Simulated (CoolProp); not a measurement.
Properties of R1234ze(E) along the isobar 150 bar.

Computed with CoolProp (reference Helmholtz-energy equation of state, Thol 2016).

```json
[
 {"T (°C)": "-89.65", "phase": "liquid", "speed of sound (m/s)": "1102", "Joule-Thomson coefficient (K/MPa)": "-0.3955"},
 {"T (°C)": "-60.05", "phase": "liquid", "speed of sound (m/s)": "976.2", "Joule-Thomson coefficient (K/MPa)": "-0.3783"},
 {"T (°C)": "-30.55", "phase": "liquid", "speed of sound (m/s)": "?", "Joule-Thomson coefficient (K/MPa)": "?"},
 {"T (°C)": "-0.95", "phase": "liquid", "speed of sound (m/s)": "749.4", "Joule-Thomson coefficient (K/MPa)": "-0.2991"},
 {"T (°C)": "28.65", "phase": "liquid", "speed of sound (m/s)": "646.2", "Joule-Thomson coefficient (K/MPa)": "?"},
 {"T (°C)": "58.15", "phase": "liquid", "speed of sound (m/s)": "549.1", "Joule-Thomson coefficient (K/MPa)": "?"},
 {"T (°C)": "87.75", "phase": "liquid", "speed of sound (m/s)": "457.8", "Joule-Thomson coefficient (K/MPa)": "?"},
 {"T (°C)": "117.25", "phase": "supercritical", "speed of sound (m/s)": "?", "Joule-Thomson coefficient (K/MPa)": "?"},
 {"T (°C)": "146.85", "phase": "supercritical", "speed of sound (m/s)": "308.0", "Joule-Thomson coefficient (K/MPa)": "0.6207"}
]
```

### Question
Some entries are withheld; supply them.

### Answer

- -30.55, speed of sound (m/s): 859.3
- -30.55, Joule-Thomson coefficient (K/MPa): -0.3472
- 28.65, Joule-Thomson coefficient (K/MPa): -0.2285
- 58.15, Joule-Thomson coefficient (K/MPa): -0.1248
- 87.75, Joule-Thomson coefficient (K/MPa): 0.02984
- 117.25, speed of sound (m/s): 376.3
- 117.25, Joule-Thomson coefficient (K/MPa): 0.2636
